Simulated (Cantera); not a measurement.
## Thermodynamics of silicon epitaxy and polysilicon growth, feed Si₃H₈ + H₂

Charge: 1 mol Si₃H₈, 4.9 mol H₂, held at 133 Pa.

Method: chemical equilibrium by Gibbs-energy minimisation in Cantera with the NASA 1993 tables (ideal gas, pure condensed phases). Candidate condensed phases: Si; 9 gas species. The feed counts by its element totals alone. Gases not in the tables: Si₂H₆ and higher silanes. Equilibrium is a limit: real reactors are often held back by kinetics, nucleation or transport.

From 975 K to 1650 K the condensed part is Si(s). At 1725 K the condensed part is Si(l).

```json
[
 {"T (K)": "975", "x H₂": "1.00", "x H": "3.13e-8", "x Si": "<1e-12", "x SiH": "<1e-12", "n Si(s)": "3.00", "n Si(l)": "0"},
 {"T (K)": "1050", "x H₂": "1.00", "x H": "2.22e-7", "x Si": "1.73e-12", "x SiH": "2.83e-12", "n Si(s)": "3.00", "n Si(l)": "0"},
 {"T (K)": "1125", "x H₂": "1.000", "x H": "1.22e-6", "x Si": "5.26e-11", "x SiH": "4.80e-11", "n Si(s)": "3.00", "n Si(l)": "0"},
 {"T (K)": "1200", "x H₂": "1.000", "x H": "5.40e-6", "x Si": "1.04e-9", "x SiH": "5.70e-10", "n Si(s)": "3.00", "n Si(l)": "0"},
 {"T (K)": "1275", "x H₂": "1.000", "x H": "2.02e-5", "x Si": "1.45e-8", "x SiH": "5.04e-9", "n Si(s)": "3.00", "n Si(l)": "0"},
 {"T (K)": "1350", "x H₂": "1.000", "x H": "6.53e-5", "x Si": "1.50e-7", "x SiH": "3.48e-8", "n Si(s)": "3.00", "n Si(l)": "0"},
 {"T (K)": "1425", "x H₂": "1.000", "x H": "0.000187", "x Si": "1.21e-6", "x SiH": "1.96e-7", "n Si(s)": "3.00", "n Si(l)": "0"},
 {"T (K)": "1500", "x H₂": "1.000", "x H": "0.000482", "x Si": "7.89e-6", "x SiH": "9.25e-7", "n Si(s)": "3.00", "n Si(l)": "0"},
 {"T (K)": "1575", "x H₂": "0.999", "x H": "0.00114", "x Si": "4.31e-5", "x SiH": "3.75e-6", "n Si(s)": "3.00", "n Si(l)": "0"},
 {"T (K)": "1650", "x H₂": "0.997", "x H": "0.00248", "x Si": "0.000201", "x SiH": "1.34e-5", "n Si(s)": "3.00", "n Si(l)": "0"},
 {"T (K)": "1725", "x H₂": "0.994", "x H": "0.00507", "x Si": "0.000761", "x SiH": "3.96e-5", "n Si(s)": "0", "n Si(l)": "2.99"}
]
```
x: gas mole fraction; n: condensed amount in mol.
